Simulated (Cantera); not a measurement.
What does this Cantera script print?

```python
import numpy as np
import cantera as ct

gas_names = """
    H HO2 H2 H2O H2O2 O OH O2 O3 V VO VO2
""".split()
cond_names = """
    H2O(s) H2O(L) V(cr) V(L) VO(s) VO(L) V2O3(s) V2O3(L) V2O4(I) V2O4(II) V2O4(L) V2O5(s) V2O5(L)
""".split()


def load(file, names, dense=False):
    # The tables refer to 1 bar. Condensed volumes are neglected.
    table = {s.name: s for s in ct.Species.list_from_file(file)}
    out = []
    for n in names:
        d = dict(table[n].input_data)
        d["thermo"] = dict(d["thermo"], **{"reference-pressure": 1e5})
        if dense:
            d["equation-of-state"] = {"model": "constant-volume", "density": "1e6 g/cm^3"}
        out.append(ct.Species.from_dict(d))
    return out


gas = ct.Solution(thermo="ideal-gas", species=load("nasa_gas.yaml", gas_names))
cond = {s.name: ct.Solution(thermo="fixed-stoichiometry", species=[s], name=s.name)
        for s in load("nasa_condensed.yaml", cond_names, dense=True)}
atoms = {
    'V': {'V': 1},
    'H2O': {'H': 2, 'O': 1},
}
top_T = {}  # K; cautious upper limits of use, not melting points


def equilibrate(T, P, feed):
    n = {}
    for name, mol in feed.items():
        for a, k in atoms[name].items():
            n[a] = n.get(a, 0.0) + k * mol
    gas.TPX = T, P, n
    mass = sum(n.values()) * gas.mean_molecular_weight
    gas.equilibrate("TP")
    valid = [c for c in cond.values() if c.min_temp <= T <= top_T.get(c.name, c.max_temp)]
    mix = ct.Mixture([(gas, mass / gas.mean_molecular_weight)] + [(c, 0.0) for c in valid])
    mix.T, mix.P = T, P
    mix.equilibrate("TP", solver="vcs", rtol=1e-11, max_steps=5000)
    return mix


results = []
feed = {'V': 1, 'H2O': 25}  # mol
P = 9  # Pa
for T in [2450, 2500, 2550, 2600, 2650, 2700, 2750, 2800]:
    mix = equilibrate(T, P, feed)
    results.append((T, P, feed, dict(zip(mix.species_names, mix.species_moles))))

top = {s: max(r[3][s] / sum(r[3][g] for g in gas_names) for r in results) for s in gas_names}
cols = sorted((s for s in top if top[s] > 0.0001), key=lambda s: -top[s])[:8]
seen = [c for c in cond_names if any(r[3].get(c, 0) > 1e-12 for r in results)]
print("log10 of partial pressures in bar; condensed amounts in mol")
print(f"{'T/K':>10s}" + "".join(f"{s[:9]:>10s}" for s in cols + seen))
for T, P, feed, n in results:
    ng = sum(n[g] for g in gas_names)
    print(f"{T:10.4g}" + "".join(f"{np.log10(max(n[s] / ng * P / 1e5, 1e-99)):10.3f}" for s in cols)
          + "".join(f"{n.get(c, 0):10.4g}" for c in seen))
```

Result:

```
log10 of partial pressures in bar; condensed amounts in mol
       T/K         H         O        H2        OH        O2       H2O       VO2        VO
      2450    -4.289    -4.685    -5.184    -5.402    -5.474    -5.588    -5.847    -7.300
      2500    -4.264    -4.642    -5.329    -5.525    -5.607    -5.907    -5.883    -7.117
      2550    -4.248    -4.613    -5.484    -5.663    -5.757    -6.240    -5.918    -6.930
      2600    -4.238    -4.592    -5.644    -5.809    -5.918    -6.580    -5.957    -6.748
      2650    -4.232    -4.577    -5.805    -5.959    -6.083    -6.919    -6.006    -6.579
      2700    -4.228    -4.567    -5.965    -6.108    -6.250    -7.254    -6.073    -6.432
      2750    -4.226    -4.559    -6.122    -6.257    -6.414    -7.582    -6.165    -6.316
      2800    -4.225    -4.553    -6.275    -6.402    -6.576    -7.901    -6.288    -6.237
```

These are equilibrium values from Cantera (NASA tables, ideal gas, pure condensed phases), not measurements of a reactor.
